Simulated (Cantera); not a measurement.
A jet of CH₄ : O₂ : N₂ = 0.078 : 0.058 : 0.79 (molar parts) at 300 K and 0.385 atm hits a platinum plate 4.7 cm away at a mass flux of 0.19 kg/m²/s; the plate temperature is set and raised in steps from an oxygen-covered start.

Cantera simulation using Deutschmann's 1995 Pt surface mechanism with GRI-Mech 3.0 gas chemistry; the numbers are that mechanism's predictions, not measurements. Catalytic surfaces can have several steady states; this one follows from the mechanism file's or the stated starting coverage.

x: mole fraction at the wall; θ: surface coverage.

```
plate T (K)  wall x CH₄  wall x O₂  wall x H₂O  wall x OH  wall x CO  wall x CO₂  θ free Pt        θ H*   θ CO*     θ C*
-----------  ----------  ---------  ----------  ---------  ---------  ----------  ---------  ----------  ------  -------
950              0.0466     0.0113      0.0545      <1e-8     0.0392     1.68e-5      0.170  (withheld)  0.0603    0.768
1000             0.0397    0.00910      0.0517      <1e-8     0.0462     1.85e-5      0.198  (withheld)  0.0425    0.757
1050             0.0297    0.00637      0.0468      <1e-8     0.0565     2.82e-5      0.249  (withheld)  0.0389    0.709
1100             0.0133    0.00275      0.0377      <1e-8     0.0730    0.000103      0.400  (withheld)  0.0661    0.529
1150            0.00391   0.000896      0.0313      <1e-8     0.0816     0.00112      0.729     0.00558   0.132    0.134
1200            0.00286   0.000692      0.0291      <1e-8     0.0810     0.00310      0.849     0.00524   0.101   0.0451
1250            0.00251   0.000628      0.0268      <1e-8     0.0790     0.00589      0.910  (withheld)  0.0667   0.0188
1300            0.00239   0.000610      0.0245    1.57e-8     0.0755     0.00933      0.944  (withheld)  0.0423  0.00897
```

Problem. Complete the blanks.

Solution. 
- 950, θ H*: 0.00212
- 1000, θ H*: 0.00261
- 1050, θ H*: 0.00318
- 1100, θ H*: 0.00439
- 1250, θ H*: 0.00475
- 1300, θ H*: 0.00430
